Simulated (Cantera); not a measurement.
Mixture: CH4 : C2H6 : O2 : N2 : H2O = 1 : 0.11 : 1.7 : 9.2 : 2.8 (molar parts), at 9.87 atm, adiabatic and at constant volume. Ignition delay is the time to a rise of 400 K.

Model: GRI-Mech 3.0 (53 species, 325 reactions), integrated in Cantera.

What does this change do: C2H6 0.11 to 0.3 parts?


```csv
quantity,before,after
delay at 1275 K,0.584 ms,0.290 ms
delay at 1325 K,0.377 ms,0.171 ms
delay at 1375 K,0.252 ms,0.109 ms
delay at 1425 K,0.171 ms,73.8 µs
delay at 1475 K,0.117 ms,51.9 µs
delay at 1525 K,79.5 µs,37.3 µs
delay at 1575 K,54.2 µs,27.1 µs
apparent activation energy between 1475 and 1575 K,150 kJ/mol,130 kJ/mol
```
